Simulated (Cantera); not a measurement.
Charge: 1 mol C₂H₅OH, 2 mol NH₃, 0.2 mol N₂, equilibrated at 1075 K and 0.0960 bar.

These are equilibrium values from Cantera (NASA tables, ideal gas, pure condensed phases), not measurements of a reactor. Candidate condensed phases: C, C₆H₆, C₇H₈, C₈H₁₈, H₂O; 136 gas species. Rates play no part.

What is the equilibrium state?


| Quantity | Value |
|---|---|
| x(H₂) | 0.729 |
| x(N₂) | 0.147 |
| x(CO) | 0.121 |
| x(CH₄) | 0.00230 |
| x(H₂O) | 0.00107 |
| x(CO₂) | 0.000191 |
| x(NH₃) | 8.37e-6 |
| x(HCN) | 5.19e-6 |
| n(C(graphite)) | 0.991 mol |
| gas amount | 8.171 mol |
